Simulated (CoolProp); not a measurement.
A closed Brayton cycle with nitrogen: compressor inlet 317.15 K and 3.1 MPa, high pressure 10.4 MPa, turbine inlet 640 K, compressor efficiency 0.89, turbine efficiency 0.93, recuperator effectiveness 0 (on enthalpy, no pinch check). Each further row changes one setting.

Model: reference Helmholtz-energy equation of state, Span 2000, in CoolProp.

| case | thermal efficiency (%) | net work (kJ/kg) | compressor to turbine work | compressor exit (K) | turbine exit (K) |
|---|---|---|---|---|---|
| as stated | 15.6 | 30.0 | 0.84 | 465.9 | 468.5 |
| turbine inlet 590 K | 11.0 | 15.1 | 0.91 | 465.9 | 430.6 |
| compressor inlet 327.15 K | 14.1 | 24.9 | 0.87 | 480.3 | 468.5 |
| high pressure 8.84 MPa | 15.2 | 32.9 | 0.80 | 442.8 | 488.6 |
| recuperator effectiveness 0.5 | 15.7 | 30.0 | 0.84 | 465.9 | 468.5 |
